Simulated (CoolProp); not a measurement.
Vapour-liquid equilibrium of R125 (1) + dimethyl ether (2) at 294.5 K; x and y are mole fractions of (1).

Model: multi-fluid Helmholtz-energy mixture model, Lemmon 2005 and Wu 2011; pair parameters Bell 2016, in CoolProp.

```tsv
x	bubble pressure (kPa)	y at the bubble point	dew pressure at overall composition x (kPa)	liquid density (mol/L)
0.05	___	0.070	___	14.28
0.2	589.5	0.277	___	___
0.35	653.7	0.475	610.3	13.05
0.5	743.2	0.655	663.6	___
0.65	863.7	0.802	___	11.80
0.8	___	___	861.3	11.12
0.95	1190	0.983	1099	10.37
```

Task: Complete the blanks.

Result: 
- 0.05, bubble pressure (kPa): 543.2
- 0.05, dew pressure at overall composition x (kPa): 539.5
- 0.2, dew pressure at overall composition x (kPa): 570.5
- 0.2, liquid density (mol/L): 13.66
- 0.5, liquid density (mol/L): 12.43
- 0.65, dew pressure at overall composition x (kPa): 740.1
- 0.8, bubble pressure (kPa): 1016
- 0.8, y at the bubble point: 0.911

No azeotrope shows between x = 0.05 and 0.95.

The pair parameters rest on a limited set of measurements; away from them the model extrapolates.
